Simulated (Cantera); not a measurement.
An adiabatic, constant-pressure homogeneous reactor starts with H2 : O2 : N2 = 1 : 0.417 : 1.57 (molar parts), at 1375 K and 1.00 bar. Integrator tolerance rtol = 1e-08.

Detailed kinetics in Cantera: the H2/O2 subset of GRI-Mech 3.0, which has no nitrogen chemistry.

Task: What does this change do: pressure from 1.00 bar to 1.80 bar?

Result: 
| quantity | before | after |
|---|---|---|
| time of steepest temperature rise | 20.6 µs | 11.6 µs |
| temperature at 1.00 s | 2841 K | 2892 K |
| equilibrium temperature | 2841 K | 2892 K |
| x(H2) at 1.00 s | 0.0811 (gas-phase equilibrium 0.0811) | 0.0797 (gas-phase equilibrium 0.0797) |
| x(O2) at 1.00 s | 0.00709 (gas-phase equilibrium 0.00709) | 0.00618 (gas-phase equilibrium 0.00618) |
| x(H2O) at 1.00 s | 0.266 (gas-phase equilibrium 0.266) | 0.272 (gas-phase equilibrium 0.272) |
| x(OH) at 1.00 s | 0.0259 (gas-phase equilibrium 0.0259) | 0.0246 (gas-phase equilibrium 0.0246) |
| x(HO2) at 1.00 s | 4.01e-6 (gas-phase equilibrium 4.01e-6) | 4.68e-6 (gas-phase equilibrium 4.68e-6) |
| x(O) at 1.00 s | 0.00539 (gas-phase equilibrium 0.00539) | 0.00454 (gas-phase equilibrium 0.00454) |
| x(H2O2) at 1.00 s | 3.02e-7 (gas-phase equilibrium 3.02e-7) | 4.19e-7 (gas-phase equilibrium 4.19e-7) |
